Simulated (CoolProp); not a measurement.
Vapour-liquid equilibrium of fluoroethane (R161) (1) + R227EA (2) at 198.3 K; x and y are mole fractions of (1).

Values from CoolProp's multi-fluid Helmholtz-energy mixture model, Wu 2012 and Lemmon 2016; pair parameters Bell 2016.

**Question.** Give the bubble pressure and the first vapour's composition at x = 0.05, 0.5, 0.8. Is there an azeotrope?

**Answer.** x = 0.05: 0.003240 MPa, y = 0.074; x = 0.5: 0.006750 MPa, y = 0.821; x = 0.8: 0.01034 MPa, y = 0.961. No azeotrope shows between x = 0.05 and 0.95.

The pair parameters rest on a limited set of measurements; away from them the model extrapolates.
